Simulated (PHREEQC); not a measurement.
1 kg of water holding 4.7 mmol/kgw CaCl2, 9.1 mmol/kgw MgSO4 and 4.7 mmol/kgw MgCl2 is evaporated at 20 °C; the solids stay in contact with the brine. The system is closed to CO2. The run lets Bischofite, Brucite, Epsomite, Gypsum, Anhydrite, Hexahydrite, Kieserite, Portlandite, MgCl2_4H2O precipitate or redissolve, and no other solid.

The series has 28 steps of water left (kg), from 1 to 0.004844.

The numbers come from PHREEQC with the Pitzer model, pitzer.dat.

Task: Which solids form, in which order, and at which step of the series does each first stand?

Result: Gypsum from water left = 0.2533 kg.
